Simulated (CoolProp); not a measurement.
A Linde-Hampson liquefier for CF4 (R14): isothermal reversible compression at 290 K from 1 atm to 25 MPa, throttling to 1 atm, return gas leaving the recuperator 0 K below the feed. Each further row changes one setting.

The numbers come from the reference Helmholtz-energy equation of state, Platzer 1990 in CoolProp. This equation is an older, rougher fit; its heat capacities, sound speeds and derivatives of the liquid may be far off and weren't checked against measurements.

```tsv
case	liquid yield per pass	compression work (kJ/kg of gas)
as stated	0.313	133
high pressure 50 MPa	0.310	155
warm-end temperature 320 K	0.242	154
warm-end gap 5 K	0.302	133
```
